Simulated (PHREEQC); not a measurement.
**Metal-bearing waste water: speciation**

Solution (25 °C): 0.0018 mol Pb(NO3)2, 0.02 mol CuCl2 and 0.11 mol NaCl per kg of water. Closed to the air; pH follows from the charge balance.

All values are PHREEQC results (ion-association model, wateq4f.dat), not measurements.

Each row changes one thing in this solution. No solid was allowed to form.

| case | pH | Cu+2 (mol/kgw) | CuCl+ (mol/kgw) | CuCl2 (mol/kgw) | Cu2(OH)2+2 (mol/kgw) | CuOH+ (mol/kgw) | SI of Tenorite (CuO) | SI of Atacamite (Cu2(OH)3Cl) |
|---|---|---|---|---|---|---|---|---|
| as made | 4.67 | 0.0175 | 0.00236 | 9.43e-5 | 1.09e-5 | 3.88e-6 | -0.49 | +1.26 |
| CuCl2 from 0.02 to 0.018 mol/kgw | 4.70 | 0.0158 | ___ | ___ | 1.01e-5 | 3.74e-6 | -0.48 | +1.25 |
| diluted 10-fold with water | 5.16 | 0.00194 | 4.77e-5 | 2.91e-7 | 2.21e-6 | 1.97e-6 | -0.22 | +0.41 |
| Pb(NO3)2 replaced by Al(NO3)3 at the same molality | 4.10 | 0.0175 | ___ | 9.39e-5 | 7.50e-7 | 1.02e-6 | -1.65 | -0.48 |

### Question
Some entries are withheld; supply them.

### Answer

- CuCl2 from 0.02 to 0.018 mol/kgw, CuCl+ (mol/kgw): 0.00209
- CuCl2 from 0.02 to 0.018 mol/kgw, CuCl2 (mol/kgw): 8.23e-5
- Pb(NO3)2 replaced by Al(NO3)3 at the same molality, CuCl+ (mol/kgw): 0.00235

Species that the database lacks are ignored. Some of these states are supersaturated (in Atacamite, Gibbsite (slow to form), Boehmite (slow to form), for instance).
